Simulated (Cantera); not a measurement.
Feed: 1 mol SiH₂Cl₂, 9.3 mol N₂, 0.094 mol Cl₂, equilibrated at 0.0180 bar.

Method: chemical equilibrium by Gibbs-energy minimisation in Cantera with the NASA 1993 tables (ideal gas, pure condensed phases). Candidate condensed phases: NH₄Cl, Si, Si₃N₄; 28 gas species. N₂ is the only nitrogen source here; it is nearly inert below about 1500 K, so the nitride shown seldom forms there in practice. Rates play no part.

Over these rows the condensed part is Si₃N₄(s). Partial pressures as log10 of bar:

```json
[
 {"T (K)": "1175", "1000/T (1/K)": "0.8511", "log p SiCl₄": "-3.49", "log p N₂": "-1.83", "log p HCl": "-2.63", "log p H₂": "-3.29"},
 {"T (K)": "1275", "1000/T (1/K)": "0.7843", "log p SiCl₄": "?", "log p N₂": "-1.83", "log p HCl": "-2.62", "log p H₂": "-3.31"},
 {"T (K)": "1375", "1000/T (1/K)": "0.7273", "log p SiCl₄": "-3.67", "log p N₂": "-1.83", "log p HCl": "-2.63", "log p H₂": "-3.30"},
 {"T (K)": "1475", "1000/T (1/K)": "0.6780", "log p SiCl₄": "-4.04", "log p N₂": "-1.83", "log p HCl": "-2.67", "log p H₂": "-3.24"},
 {"T (K)": "1575", "1000/T (1/K)": "0.6349", "log p SiCl₄": "-4.71", "log p N₂": "-1.83", "log p HCl": "-2.76", "log p H₂": "-3.12"},
 {"T (K)": "1675", "1000/T (1/K)": "0.5970", "log p SiCl₄": "-5.51", "log p N₂": "-1.83", "log p HCl": "-2.89", "log p H₂": "-3.01"}
]
```

Problem. Fit log p(SiCl₄) = a + b·(1000/T) to the five rows, give the apparent enthalpy, and predict the row at 1275 K.

Solution. Means: 1000/T = 0.6977, log p = -4.284. Sxy = 0.285378, Sxx = 0.0388801, so b = 7.34 and a = -4.284 − (7.34)×0.6977 = -9.40.
Apparent enthalpy: −19.145 × (7.34) = -141 kJ/mol. With the condensed phases at unit activity, 1/3 Si₃N₄(s) + 4 HCl(g) = SiCl₄(g) + 2/3 N₂(g) + 2 H₂(g) links this pressure to the main gases: over the six rows their terms move log p by -1.60 in all, so the slope isn't that reaction's ΔH° alone. The five rows lie within 0.49 of the line; that is curvature, so one enthalpy describes this range poorly.
Prediction at 1275 K: -9.40 + (7.34)×0.7843 = -3.64. The computed value is -3.54, 0.10 from the line.
